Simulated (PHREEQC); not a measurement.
1 kg of water holding 0.39 mol Na2CO3, 0.024 mol Na2SO4, 0.0088 mol NaOH and 0.063 mol NaCl is evaporated at 25 °C; the solids stay in contact with the brine. CO2 is held at log p = -3.4 (atm). The run lets Burkeite, Halite, Mirabilite, Nahcolite, Natron, Thenardite, Trona precipitate or redissolve, and no other solid.

The series has 15 steps of water left (kg), from 0.999 to 0.05588.

Equilibrium calculation in PHREEQC: Pitzer model, pitzer.dat.

Problem. Which solids form, in which order, and at which step of the series does each first stand?

Solution. Trona from water left = 0.1395 kg (pH 10.12).
